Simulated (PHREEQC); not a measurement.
1 kg of water holding 0.0069 mol/kgw NaCl, 0.036 mol/kgw Na2SO4, 0.017 mol/kgw Na2CO3 and 0.0072 mol/kgw NaHCO3 is evaporated at 25 °C; the solids stay in contact with the brine. The system is closed to CO2. The run lets Burkeite, Halite, Mirabilite, Nahcolite, Natron, Thenardite, Trona precipitate or redissolve, and no other solid.

All values are PHREEQC results (Pitzer model, pitzer.dat), not measurements.

Predict ionic strength, water activity at water left (kg) = 0.3082, 0.1156, 0.06418, 0.03564, 0.004804.


| water left (kg) | ionic strength | water activity |
|---|---|---|
| 0.3082 | 0.561 | 0.992 |
| 0.1156 | 1.50 | 0.979 |
| 0.06418 | 2.70 | 0.965 |
| 0.03564 | 4.86 | 0.938 |
| 0.004804 | 11.4 | 0.805 |
